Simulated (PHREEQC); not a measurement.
Solution (25 °C): 0.0027 mol NaAlO2, 0.028 mol CO2 and 0.00094 mol CsBr per kg of water. Closed to the air; pH follows from the charge balance.

The numbers come from PHREEQC with the ion-association model, wateq4f.dat.

No solid was allowed to form.

**Question.** Predict the pH, ionic strength.

**Answer.** pH 5.73; ionic strength 0.00789 mol/kgw.

**Question.** In which forms is C present?

**Answer.** CO2 79 %, HCO3- 21 % of the C.

Saturation is exceeded, for instance for Al(OH)3(a), Boehmite (slow to form); the values hold only as long as no solid forms.
